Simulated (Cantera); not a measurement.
A perfectly stirred reactor is fed with CH4 : CO : O2 : N2 : H2O = 1 : 0.074 : 1.2 : 4.51 : 0.64 (molar parts), equivalence ratio 1.7, at 100000 Pa; it is adiabatic with a 623 K inlet, and is followed from long to short residence time, starting on the burning branch (τ in s: 0.11, 0.04, 0.015, 0.0055, 0.002, 0.00076, 0.00028, 0.0001, 3.8e-05).

Detailed kinetics in Cantera: GRI-Mech 3.0 (53 species, 325 reactions).

Question: What does this change do: pressure from 100000 Pa to 410000 Pa?

Answer: 
| quantity | before | after |
|---|---|---|
| blow-out, bracketed by the residence times tried | burning at 2.00 ms, out at 0.760 ms | burning at 0.760 ms, out at 0.280 ms |
| x(CH4) at τ = 0.110 s | 0.00290 | 0.00341 |
| x(CO) at τ = 0.110 s | 0.0844 | 0.0840 |
| x(O2) at τ = 0.110 s | 0.000283 | 0.000154 |
| x(N2O) at τ = 0.110 s | 2.36e-9 | 6.15e-10 |
| x(NO) at τ = 0.110 s | 2.08e-5 | 5.57e-6 |
| x(CH4) at τ = 2.00 ms | 0.00915 | 0.0122 |
| x(CO) at τ = 2.00 ms | 0.0760 | 0.0683 |
| x(O2) at τ = 2.00 ms | 0.00713 | 0.00491 |
| x(N2O) at τ = 2.00 ms | 4.77e-9 | 7.96e-9 |
| x(NO) at τ = 2.00 ms | 5.20e-6 | 1.70e-6 |
